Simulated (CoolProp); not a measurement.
n-hexane along the isotherm 600 K: density (kg/m³) from the reference equation and from simpler models built on Tc = 507.8 K, pc = 30.44 bar, ω = 0.300; each cubic takes its own stable root.

Computed with CoolProp (reference Helmholtz-energy equation of state, Thol 2019).

```csv
p (bar),phase,reference
30.4,gas,66.27
60.9,supercritical,178.8
91.3,supercritical,287.5
122,supercritical,344.2
152,supercritical,377.7
183,supercritical,402.2
213,supercritical,420.6
244,supercritical,436.1
274,supercritical,448.7
304,supercritical,459.8
```

Task: How far does each simpler model (ideal gas, van der Waals, Redlich-Kwong, Soave-Redlich-Kwong, Peng-Robinson) lie from the reference over these 10 states: mean and median of the absolute difference, and the worst?

Result: 
- ideal gas: mean 23.3 %, median 21.1 %, worst -45.1 % at 600 K and 91.3 bar
- van der Waals: mean 16.7 %, median 19.3 %, worst -22.6 % at 600 K and 304 bar
- Redlich-Kwong: mean 3.7 %, median 3.6 %, worst +5.7 % at 600 K and 60.9 bar
- Soave-Redlich-Kwong: mean 7.8 %, median 7.9 %, worst -12.3 % at 600 K and 91.3 bar
- Peng-Robinson: mean 2.7 %, median 2.6 %, worst -5.7 % at 600 K and 91.3 bar
